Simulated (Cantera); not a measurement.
An isothermal plug-flow reactor at 475 K and 1.00 bar (inlet), inlet velocity 0.079 m/s, active area per volume 130 1/m; feed H2 : O2 : N2 = 0.0057 : 0.064 : 0.79 (molar parts), equivalence ratio 0.045.

Computed with Cantera and Deutschmann's 1995 Pt surface mechanism with GRI-Mech 3.0 gas chemistry. Catalytic surfaces can have several steady states; this one follows from the mechanism file's or the stated starting coverage. Mass transfer to the wall is taken as infinitely fast.

One state of this run: x H2 = 0.00315; x O2 = 0.0728; x H2O = 0.00349; θ free Pt = 0.0613; θ O* = 0.910; θ OH* = 0.0288. x: gas mole fraction; θ: surface coverage.

**Question.** Which value of z (m) does it belong to?
A) 0.0027
B) 0.0052
C) 0.0014
D) 0.0002

**Answer.** D, 0.0002
